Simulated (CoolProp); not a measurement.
A single-stage vapour-compression cycle with ethane: evaporating at 211.15 K (dew point), condensing at 280.15 K (bubble point), superheat 0 K, subcooling 8 K, compressor efficiency 0.9, no pressure losses. Each further row changes one setting.

Computed with CoolProp (reference Helmholtz-energy equation of state, Bücker 2006).

```
case                              cooling COP  pressure ratio  discharge temperature (K)  refrigerating effect (kJ/kg)  volumetric capacity (kJ/m³)
--------------------------------  -----------  --------------  -------------------------  ----------------------------  ---------------------------
as stated                                1.88            8.05                      323.9                           273                         1780
evaporating temperature 216.15 K         2.14            6.62                      319.5                           278                         2180
condensing temperature 275.15 K          2.13            7.16                      316.7                           290                         1890
subcooling 13 K                          2.00            8.05                      323.9                           290                         1890
superheat 10 K                           1.88            8.05                      334.9                           290                         1780
compressor efficiency 0.8                1.68            8.05                      331.9                           273                         1780
```
